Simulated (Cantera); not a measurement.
# Premixed flame

A freely propagating, adiabatic, planar premixed flame of H2 : O2 : N2 = 1 : 0.417 : 1.57 (molar parts), equivalence ratio 1.2, unburnt at 550 K and 0.276 atm; mixture-averaged transport, grid criteria slope 0.08 and curve 0.16, no radiation.

Cantera simulation using the H2/O2 subset of GRI-Mech 3.0, which has no nitrogen chemistry; the numbers are that mechanism's predictions, not measurements. Burning velocities carry a grid error of a few per cent, more on coarse grids.

| z (mm) | T (K) | u (m/s) | x H2 | x O2 | x H2O2 | x OH | x O | x HO2 |
|---|---|---|---|---|---|---|---|---|
| -7.12 | 550 | 6.17 | 0.335 | 0.140 | <1e-8 | <1e-8 | <1e-8 | <1e-8 |
| -4.74 | 550 | 6.17 | 0.335 | 0.140 | <1e-8 | <1e-8 | <1e-8 | <1e-8 |
| -3.56 | 550 | 6.17 | 0.335 | 0.140 | <1e-8 | <1e-8 | <1e-8 | <1e-8 |
| -2.37 | 550 | 6.17 | 0.335 | 0.140 | <1e-8 | <1e-8 | <1e-8 | 1.09e-7 |
| -1.19 | 557 | 6.24 | 0.333 | 0.140 | 1.13e-6 | 2.82e-5 | 5.06e-6 | 9.80e-5 |
| -0.593 | 713 | 7.88 | 0.309 | 0.136 | 4.00e-6 | 0.000488 | 0.000217 | 7.31e-5 |
| 0 | 1148 | 12.3 | 0.176 | 0.0892 | 1.26e-6 | 0.00328 | 0.00661 | 2.73e-5 |
| 0.593 | 1443 | 15.2 | 0.0762 | 0.0285 | 1.23e-6 | 0.00856 | 0.0121 | 8.09e-6 |
| 1.19 | 1567 | 16.4 | 0.0686 | 0.0201 | 8.85e-7 | 0.0110 | 0.0121 | 5.06e-6 |
| 2.37 | 1709 | 17.7 | 0.0713 | 0.0170 | 5.11e-7 | 0.0134 | 0.0111 | 3.67e-6 |
| 4.74 | 1866 | 19.1 | 0.0736 | 0.0141 | 2.66e-7 | 0.0154 | 0.00930 | 2.61e-6 |
| 9.49 | 2025 | 20.5 | 0.0740 | 0.0110 | 1.43e-7 | 0.0164 | 0.00710 | 1.80e-6 |
| 19.0 | 2176 | 21.8 | 0.0727 | 0.00787 | 8.64e-8 | 0.0161 | 0.00486 | 1.24e-6 |
x: mole fraction of selected species; z is measured from the peak of heat release.

```json
{
 "laminar_burning_velocity": "617 cm/s",
 "thermal_thickness": "2.37 mm",
 "peak x(H2O2)": "4.41e-6",
 "peak x(OH)": "0.0165",
 "peak x(O)": "0.0122",
 "peak x(HO2)": "0.000115"
}
```
